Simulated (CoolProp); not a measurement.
Computed with CoolProp (reference Helmholtz-energy equation of state, Platzer 1990). This equation is an older, rougher fit.

**Question.** For c-C4F8 (RC318), give the phase and the speed of sound (m/s), Joule-Thomson coefficient (K/MPa), conductivity (mW/(m K)), Prandtl number at 436.1 K and 101 kPa; 500 K and 101 kPa.

**Answer.** 
- 436.1 K and 101 kPa: gas; speed of sound 137, Joule-Thomson coefficient 5.42, conductivity 21.6, Prandtl number 0.754
- 500 K and 101 kPa: gas; speed of sound 147, Joule-Thomson coefficient 3.83, conductivity 26.1, Prandtl number 0.757

Viscosity comes from a separate model (Huber 2003), an estimate that may be off by 10 % or more. Thermal conductivity comes from a separate model (Huber 2003), an estimate that may be off by 10 % or more.
